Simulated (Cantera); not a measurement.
**Equilibrium for nitride etching: BN + HF**

A closed system holds: 1 mol BN, 3.5 mol HF, held at 1.00 bar.

Equilibrium computed with Cantera from the NASA thermochemical tables; the gas is ideal and each condensed phase is pure. Candidate condensed phases: B, BN; 31 gas species. The tables' values for BF2 are old estimates; treat these amounts as uncertain. Rates play no part.

| T (K) | x H2 | x BF3 | x HF | x N2 | x BHF2 |
|---|---|---|---|---|---|
| 1325 | 0.428 | 0.286 | 0.143 | 0.143 | 0.000179 |
| 1375 | 0.428 | 0.285 | 0.143 | 0.143 | 0.000268 |
| 1425 | 0.428 | 0.285 | 0.143 | 0.143 | 0.000390 |
| 1475 | 0.428 | 0.285 | 0.143 | 0.143 | 0.000551 |
| 1525 | 0.428 | 0.285 | 0.144 | 0.143 | 0.000761 |
| 1575 | 0.427 | 0.284 | 0.144 | 0.143 | 0.00103 |
| 1625 | 0.427 | 0.284 | 0.145 | 0.143 | 0.00136 |
| 1675 | 0.426 | 0.283 | 0.145 | 0.143 | 0.00176 |
| 1725 | 0.425 | 0.282 | 0.146 | 0.143 | 0.00224 |
x: gas mole fraction; nothing condenses.

From 1325 K to 1725 K nothing is condensed. The main B-bearing gas is BF3 throughout.
